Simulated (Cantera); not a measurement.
Feed: 1 mol Si3N4, 0.011 mol Si, 7 mol H2, equilibrated at 1573.15 K and 10000 Pa.

Method: chemical equilibrium by Gibbs-energy minimisation in Cantera with the NASA 1993 tables (ideal gas, pure condensed phases). Mutual solubility and eutectic melting of coexisting phases are not modelled. Kinetics and transport are ignored.

```tsv
species	before	after
H2	0.998	0.403
H	0.000129	0.229
Si	5.52e-7	0.208
N2	0.00187	0.148
Si2	1.16e-9	0.00309
SiN	7.19e-9	0.00152
Si3	<1e-9	0.000158
Si2N	1.17e-8	0.000359
SiH	4.19e-7	0.00653
SiH2	3.67e-6	0.000476
Si(s), mol	0.0306	0
Si3N4(s), mol	0.993	0
```
Gas species are given as mole fractions.

Q: Which change was made?
A) temperature from 1573.15 K to 2898 K
B) temperature from 1573.15 K to 1475 K
C) pressure from 10000 Pa to 140 Pa
D) temperature from 1573.15 K to 1448.15 K

A: A, temperature from 1573.15 K to 2898 K. The tables' values for SiN are old estimates; treat these amounts as uncertain. Gases not in the tables: Si2H6 and higher silanes
